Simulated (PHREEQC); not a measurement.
# Ultrapure water in contact with air or piping (model solution)

Model water analysis in mmol/kgw, 25 °C, pH 5.97, pe 9.6:

| constituent | mmol/kgw |
|---|---|
| Na | 0.00089 |
| K | 0.000361 |
| Ca | 0.00329 |
| Mg | 0.00145 |
| Cl | 0.000567 |
| S(6) | 0.00381 |
| Alkalinity (meq/kgw) | 0.00268 |
| Zn | 0.00028 |
| Ba | 2.13e-05 |
| Si | 9.21e-05 |
| Li | 0.00024 |
| Br | 0.000288 |

Valence states are taken as typed.

Equilibrium calculation in PHREEQC: ion-association model, wateq4f.dat.

This is a speciation only: nothing precipitates in the calculation.

What charge-balance error does the model give?

charge-balance error 1.7 %.

In which forms is C present?

CO2 71 %, HCO3- 29 % of the C.
